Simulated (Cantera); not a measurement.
An adiabatic, constant-pressure homogeneous reactor starts with CH₄ : CO : O₂ : N₂ = 1 : 0.33 : 0.984 : 3.7 (molar parts), at 1200 K and 1.00 bar. Integrator tolerance rtol = 1e-08.

Detailed kinetics in Cantera: GRI-Mech 3.0 (53 species, 325 reactions).

Problem. What does this change do: CO 0.33 to 0.21 parts?

Solution. 
```tsv
quantity	before	after
time of steepest temperature rise	0.102 s	90.9 ms
temperature at 3.00 s	2215 K	2228 K
equilibrium temperature	2215 K	2228 K
x(CH₄) at 3.00 s	8.15e-11 (gas-phase equilibrium 9.23e-11)	6.91e-11 (gas-phase equilibrium 7.83e-11)
x(CO) at 3.00 s	0.167 (gas-phase equilibrium 0.167)	0.154 (gas-phase equilibrium 0.154)
x(O₂) at 3.00 s	7.55e-7 (gas-phase equilibrium 7.55e-7)	9.40e-7 (gas-phase equilibrium 9.40e-7)
x(HCN) at 3.00 s	1.53e-7 (gas-phase equilibrium 1.53e-7)	1.40e-7 (gas-phase equilibrium 1.40e-7)
x(H) at 3.00 s	0.00252 (gas-phase equilibrium 0.00252)	0.00273 (gas-phase equilibrium 0.00273)
x(CH₂O) at 3.00 s	1.12e-8 (gas-phase equilibrium 1.12e-8)	1.04e-8 (gas-phase equilibrium 1.04e-8)
```

Problem. What does this change do: initial temperature 1200 to 1075 K?

Solution. 
```json
[
 {"quantity": "time of steepest temperature rise", "before": "0.102 s", "after": "0.836 s"},
 {"quantity": "temperature at 3.00 s", "before": "2215 K", "after": "2108 K"},
 {"quantity": "equilibrium temperature", "before": "2215 K", "after": "2108 K"},
 {"quantity": "x(CH₄) at 3.00 s", "before": "8.15e-11 (gas-phase equilibrium 9.23e-11)", "after": "1.52e-10 (gas-phase equilibrium 1.73e-10)"},
 {"quantity": "x(CO) at 3.00 s", "before": "0.167 (gas-phase equilibrium 0.167)", "after": "0.166 (gas-phase equilibrium 0.166)"},
 {"quantity": "x(O₂) at 3.00 s", "before": "7.55e-7 (gas-phase equilibrium 7.55e-7)", "after": "1.84e-7 (gas-phase equilibrium 1.84e-7)"},
 {"quantity": "x(HCN) at 3.00 s", "before": "1.53e-7 (gas-phase equilibrium 1.53e-7)", "after": "1.58e-7 (gas-phase equilibrium 1.58e-7)"},
 {"quantity": "x(H) at 3.00 s", "before": "0.00252 (gas-phase equilibrium 0.00252)", "after": "0.00136 (gas-phase equilibrium 0.00136)"},
 {"quantity": "x(CH₂O) at 3.00 s", "before": "1.12e-8 (gas-phase equilibrium 1.12e-8)", "after": "1.13e-8 (gas-phase equilibrium 1.13e-8)"}
]
```
